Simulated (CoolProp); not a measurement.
Vapour-liquid equilibrium of R22 (1) + n-hexane (2) at -17.35 °C; x and y are mole fractions of (1).

Values from CoolProp's multi-fluid Helmholtz-energy mixture model, Kamei 1995 and Thol 2019; pair parameters Bell 2016.

| x | bubble pressure (bar) | y at the bubble point | dew pressure at overall composition x (bar) | liquid density (mol/L) |
|---|---|---|---|---|
| 0.05 | 0.2597 | 0.918 | 0.02328 | 8.249 |
| 0.2 | 0.8939 | 0.978 | 0.02764 | 8.957 |
| 0.35 | 1.370 | 0.988 | 0.03399 | 9.769 |
| 0.5 | 1.710 | 0.991 | 0.04413 | 10.71 |
| 0.65 | 1.978 | 0.994 | 0.06289 | 11.83 |
| 0.8 | 2.246 | 0.996 | 0.1094 | 13.17 |
| 0.95 | 2.578 | 0.999 | 0.4184 | 14.83 |

No azeotrope shows between x = 0.05 and 0.95.

Pair parameters are fitted to limited data, so mixtures are less certain than the pure fluids. With so large a gap from Raoult's law the liquid may split in two, which this calculation doesn't test in full.
